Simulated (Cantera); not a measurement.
Charge: 1 mol MgO, 21 mol HCl, 0.55 mol O2, 6.1 mol Cl2, at 1825 K and 3.00e-5 bar.

These are equilibrium values from Cantera (NASA tables, ideal gas, pure condensed phases), not measurements of a reactor. Candidate condensed phases: H2O, Mg, MgCl2, MgO, Mg(OH)2; 22 gas species. Equilibrium is a limit: real reactors are often held back by kinetics, nucleation or transport.

Base state: HCl 0.505, Cl 0.400, H2O 0.0411, MgCl2 0.0283, O2 0.00720, H 0.00622, H2 0.00599, OH 0.00298 (mole fractions); condensed: gas only.

Problem. What changes in the equilibrium state with this change: MgO replaced by Fe2O3?

Solution. 
```csv
species,before,after
HCl,0.505,0.453
Cl,0.400,0.385
H2O,0.0411,0.0629
FeCl2,0,0.0551
MgCl2,0.0283,0
O2,0.00720,0.0224
Fe,0,0.00167
Mg,0.000540,0
FeO,0,0.000254
MgCl,0.000160,0
```
Further candidate phases: Fe, FeCl2, FeCl3, FeO, Fe(OH)2, Fe(OH)3, Fe2O3, Fe3O4.

Problem. What changes in the equilibrium state with this change: temperature from 1825 K to 1500 K?

Solution. 
```csv
species,before,after
HCl,0.505,0.607
Cl,0.400,0.325
MgCl2,0.0283,0.0299
H2O,0.0411,0.0109
O2,0.00720,0.0258
Mg,0.000540,1.13e-8
MgCl,0.000160,2.61e-7
H,0.00622,1.55e-5
H2,0.00599,2.33e-5
Cl2,3.81e-5,0.000931
```

Problem. What changes in the equilibrium state with this change: temperature from 1825 K to 1200 K?

Solution. 
```json
[
 {"species": "HCl", "before": "0.505", "after": "0.667"},
 {"species": "Cl", "before": "0.400", "after": "0.209"},
 {"species": "Cl2", "before": "3.81e-5", "after": "0.0586"},
 {"species": "H2O", "before": "0.0411", "after": "0.000779"},
 {"species": "O2", "before": "0.00720", "after": "0.0330"},
 {"species": "MgCl2", "before": "0.0283", "after": "0.0318"},
 {"species": "H", "before": "0.00622", "after": "3.59e-9"},
 {"species": "H2", "before": "0.00599", "after": "9.94e-9"},
 {"species": "Mg", "before": "0.000540", "after": "<1e-9"},
 {"species": "MgCl", "before": "0.000160", "after": "<1e-9"}
]
```
